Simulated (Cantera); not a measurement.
Standard-state values (1 bar) from the NASA 1993 polynomials, evaluated with Cantera. Values are per mole of reaction as written; species without (g) are pure solids or liquids, kept so even where they would boil at 1 bar.

2 OH(g) + 4 TaO₂(g) → 2 Ta₂O₅ + H₂(g)

```csv
T (K),ΔH° (kJ),ΔS° (J/K),ΔG° (kJ),log10 K
1123,___,___,___,___
1198,___,___,___,___
1273,-3271.9,-939.1,-2076.5,85.20
1348,-3263.0,-932.2,-2006.3,77.74
1423,-3253.9,-925.7,-1936.6,71.09
1498,-3244.8,-919.4,-1867.4,65.12
1573,___,___,___,___
1648,-3226.1,-907.6,-1730.4,54.85
```

What belongs in the gaps?


- 1123, ΔH° (kJ): -3289.4
- 1123, ΔS° (J/K): -953.7
- 1123, ΔG° (kJ): -2218.4
- 1123, log10 K: 103.18
- 1198, ΔH° (kJ): -3280.7
- 1198, ΔS° (J/K): -946.2
- 1198, ΔG° (kJ): -2147.2
- 1198, log10 K: 93.62
- 1573, ΔH° (kJ): -3235.5
- 1573, ΔS° (J/K): -913.4
- 1573, ΔG° (kJ): -1798.7
- 1573, log10 K: 59.73
